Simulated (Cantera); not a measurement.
**Ignition delay**

Mixture: CH4 : O2 : N2 = 1 : 2.35 : 8.24 (molar parts), equivalence ratio 0.85, at 1.00 atm, adiabatic and at constant volume. Ignition delay is the time to a rise of 400 K.

Detailed kinetics in Cantera: GRI-Mech 3.0 (53 species, 325 reactions).

```csv
T0 (K),delay (ms)
1450,1.64
1525,0.774
1600,0.401
1675,0.224
1750,0.134
```

| Property | Result |
|---|---|
| apparent activation energy between 1600 and 1750 K | 170 kJ/mol |
